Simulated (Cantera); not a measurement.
# Stirred combustor or abatement burner

A perfectly stirred reactor is fed with 5.02 % CH₄, 0.467 % C₂H₆, 11.7 % O₂, 82.8 % N₂, at 0.740 bar; it is adiabatic with a 550 K inlet, and is followed from long to short residence time, starting on the burning branch (τ in s: 0.23, 0.065, 0.018, 0.0051, 0.0014, 0.00039, 0.00011, 3e-05, 8.5e-06).

Computed with Cantera and GRI-Mech 3.0 (53 species, 325 reactions).

```tsv
τ (s)	T (K)	x CH₄	x C₂H₆	x O₂	x HCO	x H₂O
0.23	1804	5.45e-6	1.03e-7	0.00296	2.12e-8	0.111
0.065	1780	1.20e-5	2.55e-7	0.00421	7.31e-8	0.109
0.018	1745	2.80e-5	6.29e-7	0.00593	2.54e-7	0.107
0.0051	1699	7.01e-5	1.58e-6	0.00817	8.38e-7	0.105
0.0014	1636	0.000213	4.67e-6	0.0115	2.84e-6	0.101
0.00039	550	0.0502	0.00467	0.117	<1e-12	<1e-12
0.00011	550	0.0502	0.00467	0.117	<1e-12	<1e-12
3.0e-5	550	0.0502	0.00467	0.117	<1e-12	<1e-12
8.5e-6	550	0.0502	0.00467	0.117	<1e-12	<1e-12
```
x: mole fraction; the columns are a selection and need not sum to one.
